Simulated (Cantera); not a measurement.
**CH2F2 + CH4 + HCl (fluorocarbon and chlorocarbon gases)**

Charge: 1 mol CH2F2, 0.54 mol CH4, 0.014 mol HCl, equilibrated at 0.00300 bar.

These are equilibrium values from Cantera (NASA tables, ideal gas, pure condensed phases), not measurements of a reactor. Candidate condensed phases: C, C6H6, C7H8, C8H18; 118 gas species. Kinetics and transport are ignored.

From 2027 °C to 2627 °C the condensed part is C(graphite). The main C-bearing gas is C2H2 (acetylene) at 2027 °C and C3 at 2627 °C. The share of C in condensed phases is highest at 2027 °C (99.5 %) and lowest at 2627 °C (63.3 %).

```tsv
T (°C)	log p HF	log p H	log p H2	log p C3	log p F	log p C	n C(graphite)
2027	-2.73	-3.55	-3.07	-7.78	-6.14	-8.08	1.53
2127	-2.75	-3.36	-3.13	-7.01	-5.78	-7.40	1.53
2227	-2.76	-3.20	-3.21	-6.30	-5.44	-6.78	1.52
2327	-2.78	-3.08	-3.32	-5.65	-5.11	-6.20	1.51
2427	-2.80	-2.98	-3.47	-5.06	-4.78	-5.67	1.47
2527	-2.83	-2.92	-3.66	-4.50	-4.47	-5.18	1.36
2627	-2.88	-2.88	-3.89	-3.99	-4.16	-4.72	0.975
```
log p: log10 of the partial pressure in bar; n: condensed amount in mol.
